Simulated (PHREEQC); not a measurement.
## Hard or scaling water

Consider water at 80 °C with 0.036 mol/kgw SrCl2, 0.00098 mol/kgw CO2 and 0.00034 mol/kgw H4SiO4. Closed to the air; pH follows from the charge balance.

All values are PHREEQC results (ion-association model, wateq4f.dat), not measurements.

This is a speciation only: nothing precipitates in the calculation.

**Question.** Predict the pH.

**Answer.** pH 4.49.

**Question.** In which forms is C present?

**Answer.** CO2 96 %, SrHCO3+ 2.3 %, HCO3- 1.8 % of the C.

Species that the database lacks are ignored. At this temperature some constants are extrapolated from 25 °C, and those without enthalpy data are left unchanged.
